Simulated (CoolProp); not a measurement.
Saturation properties of isopentane (Tc = 187.2 °C, pc = 3.378 MPa, ω = 0.227).

Model: reference Helmholtz-energy equation of state, Lemmon 2006, in CoolProp. It is a short technical equation, of lower accuracy than the large ones.

```json
[
 {"T (°C)": "82.85", "p (MPa)": "0.4899", "liquid density (kg/m³)": "550.3", "surface tension (mN/m)": "8.48", "liquid conductivity (mW/(m K))": "84.5"},
 {"T (°C)": "86.85", "p (MPa)": "0.5381", "liquid density (kg/m³)": "545.3", "surface tension (mN/m)": "8.09", "liquid conductivity (mW/(m K))": "83.3"},
 {"T (°C)": "90.95", "p (MPa)": "0.5912", "liquid density (kg/m³)": "540.0", "surface tension (mN/m)": "7.69", "liquid conductivity (mW/(m K))": "82.1"},
 {"T (°C)": "94.95", "p (MPa)": "0.6467", "liquid density (kg/m³)": "534.7", "surface tension (mN/m)": "7.30", "liquid conductivity (mW/(m K))": "80.9"},
 {"T (°C)": "98.95", "p (MPa)": "0.7059", "liquid density (kg/m³)": "529.4", "surface tension (mN/m)": "6.92", "liquid conductivity (mW/(m K))": "79.7"},
 {"T (°C)": "103.05", "p (MPa)": "0.7707", "liquid density (kg/m³)": "523.7", "surface tension (mN/m)": "6.54", "liquid conductivity (mW/(m K))": "78.4"},
 {"T (°C)": "107.05", "p (MPa)": "0.8381", "liquid density (kg/m³)": "518.1", "surface tension (mN/m)": "6.16", "liquid conductivity (mW/(m K))": "77.2"},
 {"T (°C)": "111.15", "p (MPa)": "0.9116", "liquid density (kg/m³)": "512.1", "surface tension (mN/m)": "5.78", "liquid conductivity (mW/(m K))": "76.0"},
 {"T (°C)": "115.15", "p (MPa)": "0.9878", "liquid density (kg/m³)": "506.1", "surface tension (mN/m)": "5.42", "liquid conductivity (mW/(m K))": "74.8"}
]
```

It boils at 27.8 °C under 1 atm.

Thermal conductivity comes from a separate model (Vassiliou 2015). Surface tension comes from a separate correlation (Mulero 2012).
